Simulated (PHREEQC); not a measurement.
Consider water at 25 °C with 6.5 mmol/kgw ZnSO4, 0.038 mmol/kgw MgSO4, 0.6 mmol/kgw NaF and 7.7 mmol/kgw NaCl. Closed to the air; pH follows from the charge balance.

Equilibrium calculation in PHREEQC: ion-association model, wateq4f.dat.

Task: The ionic strength comes out as 0.0275 mol/kgw. What activity coefficients do Cl-, F-, Zn+2, Mg+2, Zn(SO4)2-2 get?

Result: Cl- 0.85, F- 0.85, Zn+2 0.56, Mg+2 0.56, Zn(SO4)2-2 0.53.

Precipitation was switched off in this run. Species that the database lacks are ignored.
